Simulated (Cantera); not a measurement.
**Adiabatic ignition**

An adiabatic, constant-pressure homogeneous reactor starts with C3H8 : O2 : N2 : CO2 = 1 : 6.25 : 16.2 : 0.56 (molar parts), at 1150 K and 9.87 atm.

Cantera simulation using GRI-Mech 3.0 (53 species, 325 reactions); the numbers are that mechanism's predictions, not measurements. GRI-Mech 3.0 was tuned for natural gas; its chemistry of propane as a main component is partial and can be far from experiment.

```json
[
 {"t (s)": "6.00e-6", "T (K)": "1150", "x C3H8": "0.0416", "x O2": "0.260", "x CO2": "0.0233", "x NO2": "<1e-12", "x OH": "2.19e-10", "x HCO": "<1e-12", "x NO": "<1e-12"},
 {"t (s)": "1.40e-5", "T (K)": "1150", "x C3H8": "0.0416", "x O2": "0.260", "x CO2": "0.0233", "x NO2": "<1e-12", "x OH": "6.44e-10", "x HCO": "<1e-12", "x NO": "<1e-12"},
 {"t (s)": "3.27e-5", "T (K)": "1150", "x C3H8": "0.0416", "x O2": "0.260", "x CO2": "0.0233", "x NO2": "<1e-12", "x OH": "2.23e-9", "x HCO": "<1e-12", "x NO": "<1e-12"},
 {"t (s)": "7.63e-5", "T (K)": "1150", "x C3H8": "0.0416", "x O2": "0.260", "x CO2": "0.0233", "x NO2": "<1e-12", "x OH": "7.00e-9", "x HCO": "3.20e-12", "x NO": "<1e-12"},
 {"t (s)": "0.000178", "T (K)": "1150", "x C3H8": "0.0415", "x O2": "0.260", "x CO2": "0.0233", "x NO2": "<1e-12", "x OH": "1.11e-8", "x HCO": "2.07e-11", "x NO": "<1e-12"},
 {"t (s)": "0.000416", "T (K)": "1150", "x C3H8": "0.0413", "x O2": "0.260", "x CO2": "0.0233", "x NO2": "<1e-12", "x OH": "1.33e-8", "x HCO": "7.11e-11", "x NO": "<1e-12"},
 {"t (s)": "0.000971", "T (K)": "1151", "x C3H8": "0.0407", "x O2": "0.260", "x CO2": "0.0233", "x NO2": "<1e-12", "x OH": "1.99e-8", "x HCO": "2.45e-10", "x NO": "<1e-12"},
 {"t (s)": "0.00227", "T (K)": "1155", "x C3H8": "0.0381", "x O2": "0.258", "x CO2": "0.0232", "x NO2": "<1e-12", "x OH": "7.19e-8", "x HCO": "1.86e-9", "x NO": "<1e-12"},
 {"t (s)": "0.00529", "T (K)": "2793", "x C3H8": "<1e-12", "x O2": "0.0499", "x CO2": "0.115", "x NO2": "1.65e-5", "x OH": "0.0155", "x HCO": "3.88e-8", "x NO": "0.0158"},
 {"t (s)": "0.0124", "T (K)": "2793", "x C3H8": "<1e-12", "x O2": "0.0499", "x CO2": "0.115", "x NO2": "1.65e-5", "x OH": "0.0154", "x HCO": "3.88e-8", "x NO": "0.0159"},
 {"t (s)": "0.0288", "T (K)": "2793", "x C3H8": "<1e-12", "x O2": "0.0499", "x CO2": "0.115", "x NO2": "1.65e-5", "x OH": "0.0154", "x HCO": "3.88e-8", "x NO": "0.0159"},
 {"t (s)": "0.0673", "T (K)": "2793", "x C3H8": "<1e-12", "x O2": "0.0499", "x CO2": "0.115", "x NO2": "1.65e-5", "x OH": "0.0154", "x HCO": "3.88e-8", "x NO": "0.0159"},
 {"t (s)": "0.157", "T (K)": "2793", "x C3H8": "<1e-12", "x O2": "0.0499", "x CO2": "0.115", "x NO2": "1.65e-5", "x OH": "0.0154", "x HCO": "3.88e-8", "x NO": "0.0159"},
 {"t (s)": "0.367", "T (K)": "2793", "x C3H8": "<1e-12", "x O2": "0.0499", "x CO2": "0.115", "x NO2": "1.65e-5", "x OH": "0.0154", "x HCO": "3.88e-8", "x NO": "0.0159"},
 {"t (s)": "0.857", "T (K)": "2793", "x C3H8": "<1e-12", "x O2": "0.0499", "x CO2": "0.115", "x NO2": "1.65e-5", "x OH": "0.0154", "x HCO": "3.88e-8", "x NO": "0.0159"},
 {"t (s)": "2.00", "T (K)": "2793", "x C3H8": "<1e-12", "x O2": "0.0499", "x CO2": "0.115", "x NO2": "1.65e-5", "x OH": "0.0154", "x HCO": "3.88e-8", "x NO": "0.0159"}
]
```
x: mole fraction; the columns are a selection and need not sum to one.

| Quantity | Value |
|---|---|
| time of steepest temperature rise | 3.23 ms |
| temperature at 2.00 s | 2793 K |
| equilibrium temperature | 2793 K |
| x(C3H8) at 2.00 s | <1e-12 (gas-phase equilibrium <1e-12) |
| x(O2) at 2.00 s | 0.0499 (gas-phase equilibrium 0.0499) |
| x(CO2) at 2.00 s | 0.115 (gas-phase equilibrium 0.115) |
